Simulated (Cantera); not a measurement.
A perfectly stirred reactor is fed with CH3OH : O2 : N2 = 1 : 1.52 : 5.7 (molar parts), at 7.01 atm; it is adiabatic with a 300 K inlet, and is followed from long to short residence time, starting on the burning branch (τ in s: 0.1, 0.048, 0.023, 0.011, 0.0053, 0.0026, 0.0012, 0.00059, 0.00028, 0.00014, 6.5e-05, 3.1e-05, 1.5e-05).

Detailed kinetics in Cantera: GRI-Mech 3.0 (53 species, 325 reactions). GRI-Mech 3.0 was tuned for natural gas; its chemistry of methanol as a main component is partial and can be far from experiment.

Task: What does this change do: N2 5.7 to 4.3 parts?

Result: 
```
quantity                                                                      before                                   after
------------------------------------------------  ----------------------------------  --------------------------------------
blow-out, bracketed by the residence times tried  burning at 31.0 µs, out at 15.0 µs  burning at 15.0 µs, the shortest tried
x(CH3OH) at τ = 0.100 s                                                      2.97e-7                                 1.13e-7
x(O2) at τ = 0.100 s                                                         0.00487                                 0.00896
x(H2O) at τ = 0.100 s                                                          0.225                                   0.262
x(CH3) at τ = 0.100 s                                                        1.21e-7                                 5.51e-8
x(HCN) at τ = 0.100 s                                                        4.49e-8                                 2.32e-8
x(CH3OH) at τ = 1.20 ms                                                      1.30e-5                                 7.59e-6
x(O2) at τ = 1.20 ms                                                         0.00971                                  0.0126
x(H2O) at τ = 1.20 ms                                                          0.220                                   0.259
x(CH3) at τ = 1.20 ms                                                        1.62e-6                                 2.32e-6
x(HCN) at τ = 1.20 ms                                                        9.28e-8                                 2.21e-7
```
